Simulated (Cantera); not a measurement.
## Ignition delay

Mixture: CO : H₂ : CH₄ : O₂ : N₂ = 1 : 0.23 : 0.29 : 1.09 : 5 (molar parts), equivalence ratio 1.1, at 15.0 bar, adiabatic and at constant volume. Ignition delay is the time to a rise of 400 K.

Detailed kinetics in Cantera: GRI-Mech 3.0 (53 species, 325 reactions). The pressure lies above the range GRI-Mech 3.0 was tuned for (to about 10 atm). Below about 1000 K GRI-Mech 3.0 lacks low-temperature oxidation paths.

| T0 (K) | delay (ms) |
|---|---|
| 998 | 5.29 |
| 1048 | 1.82 |
| 1098 | 0.716 |
| 1148 | 0.328 |
| 1198 | 0.174 |
| 1248 | 0.104 |
| 1298 | 0.0669 |
| 1348 | 0.0457 |
| 1398 | 0.0324 |
| 1448 | 0.0235 |

| Property | Result |
|---|---|
| apparent activation energy between 1348 and 1448 K | 110 kJ/mol |
